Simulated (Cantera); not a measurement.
Input: 1 mol SiC, 0.077 mol N2O, a varied amount of H2, held at 1773.15 K and 0.760 Pa.

These are equilibrium values from Cantera (NASA tables, ideal gas, pure condensed phases), not measurements of a reactor. Candidate condensed phases: C, C6H6, C7H8, C8H18, H2O, Si, SiC, SiO2, Si2N2O, Si3N4; 151 gas species. The numbers say what is thermodynamically allowed, not how fast it happens.

Problem. Which condensed phases are stable at each of these points (n(H2) (mol)): 4.9, 6.3, 8.1, 10, 13, 17, 22, 29, 37, 47, 61?

Solution. 
```
n(H2) (mol)      condensed phases  Si condensed (%)
-----------  --------------------  ----------------
4.9                        SiC(s)              92.2
6.3                        SiC(s)              92.1
8.1                        SiC(s)              91.9
10                         SiC(s)              91.6
13                         SiC(s)              91.2
17           C(graphite) + SiC(s)              88.7
22           C(graphite) + SiC(s)              85.5
29           C(graphite) + SiC(s)              80.9
37           C(graphite) + SiC(s)              75.7
47           C(graphite) + SiC(s)              69.1
61           C(graphite) + SiC(s)              60.0
```

From 4.9 mol H2 to 13 mol H2 the condensed part is SiC(s). From 17 mol H2 to 61 mol H2 the condensed part is C(graphite) + SiC(s).
